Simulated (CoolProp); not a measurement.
Vapour-liquid equilibrium of n-pentane (1) + benzene (2) at 327.2 K; x and y are mole fractions of (1).

Computed with CoolProp (multi-fluid Helmholtz-energy mixture model, Thol 2019 and Thol 2012; pair parameters Bell 2016).

```
x     bubble pressure (MPa)  y at the bubble point  dew pressure at overall composition x (MPa)  liquid density (mol/L)
----  ---------------------  ---------------------  -------------------------------------------  ----------------------
0.05                0.05523                  0.269                                      0.04409                   10.63
0.2                 0.08551                  0.587                                      0.05115                   10.18
0.35                 0.1076                  0.716                                      0.06080                   9.753
0.5                  0.1257                  0.797                                      0.07460                   9.355
0.65                 0.1421                  0.861                                      0.09531                   8.981
0.8                  0.1581                  0.920                                       0.1264                   8.629
0.95                 0.1745                  0.979                                       0.1664                   8.298
```

No azeotrope shows between x = 0.05 and 0.95.

The pair parameters rest on a limited set of measurements; away from them the model extrapolates.
